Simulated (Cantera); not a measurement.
## N2O furnace oxynitridation

An isothermal, constant-pressure homogeneous reactor starts with 100 % N2O, at 1100 K and 750 Torr.

Model: GRI-Mech 3.0 (53 species, 325 reactions), integrated in Cantera. GRI-Mech 3.0 was tuned for natural gas; its chemistry of N2O as a main component is partial and can be far from experiment. The mechanism lacks the step 2 NO + O2 → 2 NO2, which can matter for NO2 below about 1400 K. The temperature is held fixed by assumption; the heat of reaction is taken as removed at once.

```csv
t (s),x N2O,x NO,x N2,x NO2,x O2,x O
0.000400,1.000,1.95e-6,2.79e-5,7.74e-11,1.33e-5,3.12e-7
0.00119,1.000,5.90e-6,8.38e-5,7.09e-10,4.03e-5,3.12e-7
0.00356,1.000,1.77e-5,0.000251,6.31e-9,0.000121,3.12e-7
0.0106,0.999,5.28e-5,0.000748,5.43e-8,0.000361,3.12e-7
0.0317,0.997,0.000157,0.00223,4.36e-7,0.00108,3.12e-7
0.0948,0.990,0.000464,0.00662,2.95e-6,0.00319,3.11e-7
0.283,0.970,0.00136,0.0195,1.42e-5,0.00938,3.08e-7
0.844,0.914,0.00383,0.0555,4.83e-5,0.0267,2.99e-7
2.52,0.774,0.00983,0.146,0.000131,0.0704,2.74e-7
7.52,0.505,0.0203,0.320,0.000278,0.155,2.16e-7
22.4,0.194,0.0294,0.522,0.000411,0.253,1.16e-7
67.0,0.0263,0.0310,0.634,0.000477,0.309,2.27e-8
200,0.000187,0.0302,0.651,0.000996,0.317,1.55e-9
```
x: mole fraction; the columns are a selection and need not sum to one.

Equilibrium at this temperature and pressure: N2O 6.84e-9, NO 9.90e-5, N2 0.667, NO2 3.55e-6, O2 0.333, O 1.45e-9 (gas phase only).
